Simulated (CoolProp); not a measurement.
Vapour-liquid equilibrium of R143a (1) + propane (2) at 32.35 °C; x and y are mole fractions of (1).

Computed with CoolProp (multi-fluid Helmholtz-energy mixture model, Lemmon and Jacobsen 2000 and Lemmon 2009; pair parameters Bell 2016).

```
x      bubble pressure (kPa)  y at the bubble point  dew pressure at overall composition x (kPa)  liquid density (mol/L)
-----  ---------------------  ---------------------  -------------------------------------------  ----------------------
0.05                    1272                  0.121                                         1194                   10.80
0.125                   1420                  0.243                                         1277                   10.65
0.2                     1527                  0.327                                         1366                   10.51
0.275                   1605                  0.392                                         1461                   10.39
0.35                    1662                  0.446                                         1555                   10.29
0.425                   1703                  0.495                                         1641                   10.22
0.5                     1730                  0.542                                         1706                   10.18
0.575                   1745                  0.590                                         1741                   10.16
0.65                    1746                  0.641                                         1745                   10.18
0.725                   1733                  0.697                                         1722                   10.24
0.8                     1704                  0.761                                         1680                   10.32
0.875                   1655                  0.836                                         1625                   10.44
0.95                    1583                  0.927                                         1564                   10.58
```

y crosses x between x = 0.575 and 0.65: the model has an azeotrope there.

The pair parameters rest on a limited set of measurements; away from them the model extrapolates.
